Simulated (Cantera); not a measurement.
Feed: 1 mol AlN, 0.17 mol H2O, 3.8 mol O2, held at 1050 K and 405 Torr.

These are equilibrium values from Cantera (NASA tables, ideal gas, pure condensed phases), not measurements of a reactor. Candidate condensed phases: Al, AlN, Al2O3, H2O; 35 gas species. Rates play no part.

Base state: O2 0.820, N2 0.134, H2O 0.0457, NO 4.31e-5 (mole fractions); condensed: Al2O3(s).

Question: What changes in the equilibrium state with this change: AlN replaced by BN?

Answer: 
| species | before | after |
|---|---|---|
| O2 | 0.820 | 0.820 |
| N2 | 0.134 | 0.134 |
| H2O | 0.0457 | 0.0455 |
| (HBO2)3 | 0 | 0.000156 |
| HBO2 | 0 | 2.06e-5 |
| NO | 4.31e-5 | 4.31e-5 |
| Al2O3(s), mol | 0.500 | 0 |
| B2O3(l), mol | 0 | 0.499 |
Gases not in the tables: H3BO3. Further candidate phases: B, BN, B2O3, B3O3H3.
